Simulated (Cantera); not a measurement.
## Equilibrium for silicon nitride deposition: SiH4 + NH3

Charge: 1 mol SiH4, 0.12 mol NH3, held at 1173 K and 9.40 mbar.

These are equilibrium values from Cantera (NASA tables, ideal gas, pure condensed phases), not measurements of a reactor. Candidate condensed phases: Si, Si3N4; 18 gas species. Mutual solubility and eutectic melting of coexisting phases are not modelled. Kinetics and transport are ignored.

```yaml
x(H2): 1.000
x(N2): 1.29e-6
x(H): 1.22e-6
n(Si(s)): 0.910 mol
n(Si3N4(s)): 0.0300 mol
gas_amount: 2.180 mol
```
